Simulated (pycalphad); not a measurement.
Computed with pycalphad from the COST 507 light-alloy database (1999), at 1 atm. These are 1990s assessments: newer ones move some temperatures and phases. Diffusion is slow at the low end, where real alloys seldom reach equilibrium.

**Question.** How does the equilibrium phase assembly of Ti-7.023Hf-0.2181B (wt.%) change on cooling from 2850 K to 525 K?

**Answer.** 
```
T (K)       phases above    phases below
--------  --------------  --------------
1915.2            liquid    bcc + liquid
1820 ± 1    bcc + liquid        bcc + BM
1141.8          bcc + BM  bcc + BM + hcp
1137.4    bcc + BM + hcp        BM + hcp
```
Changes were sought between steps of 75 K, so a narrower field can be missed.

Database names, with the compositions (at.%) that they take in these runs: BM: Ti 50 B 50.
